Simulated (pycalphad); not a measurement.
Computed with pycalphad from the COST 507 light-alloy database (1999), at 1 atm. These are 1990s assessments: newer ones move some temperatures and phases. Amounts are mole fractions of atoms.

Problem. Give the equilibrium state of Al-3.6Si-0.99Mn (at.%) at 650 K.

Solution. FCC_A1, fraction 0.916, with 0.19 Si, <0.01 Mn at.%; ALMNSI_ALPHA, fraction 0.057, with 12.4 Si, 17.4 Mn at.%; DIAMOND_A4, fraction 0.027, with >99.99 Si, no Mn at.%.

Problem. Give the equilibrium state of Al-3.6Si-0.99Mn (at.%) at 850 K.

Solution. FCC_A1, fraction 0.803, with 1.5 Si, 0.03 Mn at.%; LIQUID, fraction 0.143, with 12.1 Si, 0.17 Mn at.%; ALMNSI_ALPHA, fraction 0.054, with 12.7 Si, 17.4 Mn at.%.

Database names, with the compositions (at.%) that they take in these runs: ALMNSI_ALPHA: Al 70-72 Mn 17 Si 11-13. FCC_A1 is fcc; DIAMOND_A4 is diamond (Si). An entry "none" or "no" means that the model of the phase leaves that element out.
